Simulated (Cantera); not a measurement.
An isothermal, constant-pressure homogeneous reactor starts with 0.621 % C2H6, 99.4 % N2, at 1998 K and 0.00188 atm.

Detailed kinetics in Cantera: GRI-Mech 3.0 (53 species, 325 reactions). GRI-Mech 3.0 stops at C3 and has no aromatics, soot or wall deposition, so with more carbon than oxygen in the feed, carbon stays in small species such as C2H2 where larger ones or solid carbon would form. Radical loss at walls, strong at low pressure, is not modelled.

Q: Predict: x(C2H) at 200 s; x(HCN) at 200 s; x(CH2) at 200 s; x(CH3) at 200 s.

A: 
| Property | Result |
|---|---|
| x(C2H) at 200 s | 3.07e-5 (gas-phase equilibrium 1.97e-6) |
| x(HCN) at 200 s | 0.000312 (gas-phase equilibrium 0.0116) |
| x(CH2) at 200 s | 1.62e-9 (gas-phase equilibrium 1.79e-9) |
| x(CH3) at 200 s | 4.50e-9 (gas-phase equilibrium 3.80e-9) |
